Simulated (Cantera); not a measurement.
A closed system holds: 1 mol SiCl₄, 0.76 mol HCl, 16 mol H₂, at 1075 °C and 0.130 bar.

Method: chemical equilibrium by Gibbs-energy minimisation in Cantera with the NASA 1993 tables (ideal gas, pure condensed phases). Candidate condensed phases: Si; 19 gas species. The tables' values for SiCl₃ are old estimates; treat these amounts as uncertain. The numbers say what is thermodynamically allowed, not how fast it happens.

Base state: H₂ 0.836, HCl 0.109, SiCl₂ 0.0264, SiCl₄ 0.0135, SiCl₃ 0.00843, SiHCl₃ 0.00588, SiH₂Cl₂ 0.000372 (mole fractions); condensed: gas only.

Problem. What changes in the equilibrium state with this change: pressure from 0.130 bar to 4.10 bar?

Solution. 
```
species    before    after
-------  --------  -------
H₂          0.836    0.868
HCl         0.109   0.0761
SiCl₄      0.0135   0.0279
SiCl₂      0.0264  0.00369
SiHCl₃    0.00588   0.0181
SiH₃Cl    6.70e-6  4.58e-5
SiH₂Cl₂  0.000372  0.00171
```
